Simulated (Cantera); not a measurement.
Input (Python, Cantera) and output of one run.

```python
import numpy as np
import cantera as ct

gas_names = """
    N NO NO2 NO3 N2 N2O O O2 O3 Si SiN SiO SiO2 Si2 Si2N Si3
""".split()
cond_names = """
    Si(cr) Si(L) SiO2(Lqz) SiO2(hqz) SiO2(L) Si2N2O(s) Si3N4(a)
""".split()


# ... load() reads the species with a 1 bar reference pressure and builds the phases ...
atoms = {
    'Si': {'Si': 1},
    'N2O': {'N': 2, 'O': 1},
    'N2': {'N': 2},
}
top_T = {'Si2N2O(s)': 2100, 'Si3N4(a)': 2400}  # K; cautious upper limits of use, not melting points


# ... equilibrate(T, P, feed) seeds the gas with the atoms and calls Mixture.equilibrate('TP', solver="vcs", rtol=1e-11, max_steps=5000) ...
results = []
feed = {'Si': 1, 'N2O': 0.76, 'N2': 6.8}  # mol
T = 1525  # K
P = 1400  # Pa
mix = equilibrate(T, P, feed)
results.append((T, P, feed, dict(zip(mix.species_names, mix.species_moles))))
print(gas.report(threshold=0.001))
for i in range(1, mix.n_phases):
    print(f"{mix.phase(i).name:16s} {mix.phase_moles(i):12.5e} mol")
```

Result:

```
       temperature   1525 K
          pressure   1400 Pa
           density   0.0030954 kg/m^3
  mean mol. weight   28.034 kg/kmol
   phase of matter   gas

                          1 kg             1 kmol
                     ---------------   ---------------
          enthalpy        1.3953e+06        3.9115e+07  J
   internal energy        9.4297e+05        2.6436e+07  J
           entropy            9917.6        2.7803e+05  J/K
    Gibbs function       -1.3729e+07       -3.8489e+08  J
 heat capacity c_p            1243.1             34849  J/K
 heat capacity c_v            946.48             26534  J/K

                      mass frac. Y      mole frac. X     chem. pot. / RT
                     ---------------   ---------------   ---------------
                N2             0.998           0.99873           -30.333
               SiO         0.0020045         0.0012747           -47.566
     [  +14 minor]         1.517e-09         1.091e-09

Si(cr)            0.00000e+00 mol
SiO2(hqz)         1.70292e-01 mol
Si2N2O(s)         4.10292e-01 mol
Si3N4(a)          0.00000e+00 mol
```

Equilibrium computed with Cantera from the NASA thermochemical tables; the gas is ideal and each condensed phase is pure. Mutual solubility and eutectic melting of coexisting phases are not modelled. The tables hold silica as quartz up to 1696 K and as liquid above; real silica turns to tridymite and cristobalite and melts near 1996 K.
